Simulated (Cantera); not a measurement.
What does this Cantera script print?

```python
import numpy as np
import cantera as ct

gas_names = """
    N NO NO2 NO3 N2 N2O O O2 O3 Si SiN SiO SiO2 Si2 Si2N Si3
""".split()
cond_names = """
    Si(cr) Si(L) SiO2(Lqz) SiO2(hqz) SiO2(L) Si2N2O(s) Si3N4(a)
""".split()


# ... load() reads the species with a 1 bar reference pressure and builds the phases ...
atoms = {
    'Si': {'Si': 1},
    'O2': {'O': 2},
    'N2': {'N': 2},
}
top_T = {'Si2N2O(s)': 2100, 'Si3N4(a)': 2400}  # K; cautious upper limits of use, not melting points


# ... equilibrate(T, P, feed) seeds the gas with the atoms and calls Mixture.equilibrate('TP', solver="vcs", rtol=1e-11, max_steps=5000) ...
results = []
feed = {'Si': 1, 'O2': 1.1, 'N2': 9.3}  # mol
P = 2300  # Pa
for T in [1650, 1675, 1700, 1725, 1750, 1775, 1800, 1825, 1850, 1875, 1900, 1925, 1950, 1975]:
    mix = equilibrate(T, P, feed)
    results.append((T, P, feed, dict(zip(mix.species_names, mix.species_moles))))
    x = sorted(zip(gas.X, gas.species_names), reverse=True)
    print(f"T = {T:g} K  P = {P:g} Pa  gas = {mix.phase_moles(0):.4g} mol")
    print("   x: " + "  ".join(f"{s} {v:.3e}" for v, s in x if v > 0.001))
    print("   condensed (mol): " + ("  ".join(f"{mix.phase(i).name} {mix.phase_moles(i):.4g}"
          for i in range(1, mix.n_phases) if mix.phase_moles(i) > 1e-12) or "none"))
```

It prints:

```
T = 1650 K  P = 2300 Pa  gas = 9.4 mol
   x: N2 9.891e-01  O2 1.033e-02
   condensed (mol): SiO2(hqz) 1
T = 1675 K  P = 2300 Pa  gas = 9.4 mol
   x: N2 9.890e-01  O2 1.030e-02
   condensed (mol): SiO2(hqz) 1
T = 1700 K  P = 2300 Pa  gas = 9.4 mol
   x: N2 9.890e-01  O2 1.026e-02
   condensed (mol): SiO2(L) 1
T = 1725 K  P = 2300 Pa  gas = 9.4 mol
   x: N2 9.889e-01  O2 1.022e-02
   condensed (mol): SiO2(L) 1
T = 1750 K  P = 2300 Pa  gas = 9.4 mol
   x: N2 9.889e-01  O2 1.018e-02
   condensed (mol): SiO2(L) 1
T = 1775 K  P = 2300 Pa  gas = 9.4 mol
   x: N2 9.889e-01  O2 1.014e-02
   condensed (mol): SiO2(L) 1
T = 1800 K  P = 2300 Pa  gas = 9.4 mol
   x: N2 9.888e-01  O2 1.009e-02  NO 1.020e-03
   condensed (mol): SiO2(L) 1
T = 1825 K  P = 2300 Pa  gas = 9.4 mol
   x: N2 9.888e-01  O2 1.003e-02  NO 1.107e-03
   condensed (mol): SiO2(L) 1
T = 1850 K  P = 2300 Pa  gas = 9.401 mol
   x: N2 9.887e-01  O2 9.976e-03  NO 1.197e-03
   condensed (mol): SiO2(L) 1
T = 1875 K  P = 2300 Pa  gas = 9.401 mol
   x: N2 9.886e-01  O2 9.914e-03  NO 1.292e-03
   condensed (mol): SiO2(L) 1
T = 1900 K  P = 2300 Pa  gas = 9.401 mol
   x: N2 9.886e-01  O2 9.847e-03  NO 1.391e-03
   condensed (mol): SiO2(L) 0.9999
T = 1925 K  P = 2300 Pa  gas = 9.401 mol
   x: N2 9.885e-01  O2 9.775e-03  NO 1.494e-03
   condensed (mol): SiO2(L) 0.9999
T = 1950 K  P = 2300 Pa  gas = 9.402 mol
   x: N2 9.884e-01  O2 9.698e-03  NO 1.601e-03
   condensed (mol): SiO2(L) 0.9998
T = 1975 K  P = 2300 Pa  gas = 9.402 mol
   x: N2 9.883e-01  O2 9.618e-03  NO 1.712e-03
   condensed (mol): SiO2(L) 0.9996
```

These are equilibrium values from Cantera (NASA tables, ideal gas, pure condensed phases), not measurements of a reactor. The tables hold silica as quartz up to 1696 K and as liquid above; real silica turns to tridymite and cristobalite and melts near 1996 K.
